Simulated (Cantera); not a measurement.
Mixture: CH4 : O2 : N2 = 1 : 1.18 : 4.42 (molar parts), equivalence ratio 1.7, at 1000000 Pa, adiabatic and at constant pressure. Ignition delay is the time to a rise of 400 K.

Model: GRI-Mech 3.0 (53 species, 325 reactions), integrated in Cantera.

**Question.** What does this change do: N2 4.42 to 9.2 parts?

**Answer.** 
```
quantity                                                before       after
--------------------------------------------------  ----------  ----------
delay at 1150 K                                        11.7 ms     23.1 ms
delay at 1225 K                                        4.60 ms     9.39 ms
delay at 1300 K                                        1.92 ms     4.04 ms
delay at 1375 K                                       0.846 ms     1.81 ms
delay at 1450 K                                       0.390 ms    0.831 ms
delay at 1525 K                                       0.186 ms    0.391 ms
delay at 1600 K                                        92.7 µs    0.189 ms
apparent activation energy between 1450 and 1600 K  180 kJ/mol  190 kJ/mol
```

**Question.** What does this change do: CH4 1 to 0.63 parts?

**Answer.** 
```csv
quantity,before,after
delay at 1150 K,11.7 ms,9.19 ms
delay at 1225 K,4.60 ms,3.60 ms
delay at 1300 K,1.92 ms,1.51 ms
delay at 1375 K,0.846 ms,0.669 ms
delay at 1450 K,0.390 ms,0.312 ms
delay at 1525 K,0.186 ms,0.152 ms
delay at 1600 K,92.7 µs,77.2 µs
apparent activation energy between 1450 and 1600 K,180 kJ/mol,180 kJ/mol
```
